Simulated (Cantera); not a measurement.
**Catalytic combustion on Pt**

An isothermal plug-flow reactor at 623 K and 1.00 atm (inlet), inlet velocity 1.3 m/s, active area per volume 1600 1/m; feed 2.73 % H2, 7.50 % O2, 89.8 % N2, equivalence ratio 0.18.

Cantera simulation using Deutschmann's 1995 Pt surface mechanism with GRI-Mech 3.0 gas chemistry; the numbers are that mechanism's predictions, not measurements. Catalytic surfaces can have several steady states; this one follows from the mechanism file's or the stated starting coverage. Mass transfer to the wall is taken as infinitely fast.

| z (m) | x H2 | x O2 | x H2O | θ free Pt | θ O* | θ OH* |
|---|---|---|---|---|---|---|
| 7.2e-05 | 0.00992 | 0.0669 | 0.0176 | 0.249 | 0.729 | 0.0224 |
| 0.00013 | 0.00642 | 0.0652 | 0.0211 | 0.165 | 0.815 | 0.0200 |
| 0.00023 | 0.00395 | 0.0641 | 0.0236 | 0.103 | 0.879 | 0.0170 |
| 0.00041 | 0.00232 | 0.0633 | 0.0253 | 0.0615 | 0.925 | 0.0137 |
| 0.00072 | 0.00135 | 0.0628 | 0.0263 | 0.0361 | 0.953 | 0.0108 |
| 0.0013 | 0.000754 | 0.0626 | 0.0269 | 0.0204 | 0.971 | 0.00821 |
| 0.0023 | 0.000426 | 0.0624 | 0.0272 | 0.0117 | 0.982 | 0.00628 |
| 0.0041 | 0.000236 | 0.0623 | 0.0274 | 0.00679 | 0.988 | 0.00481 |
| 0.0072 | 0.000128 | 0.0623 | 0.0275 | 0.00420 | 0.992 | 0.00380 |
x: gas mole fraction; θ: surface coverage.
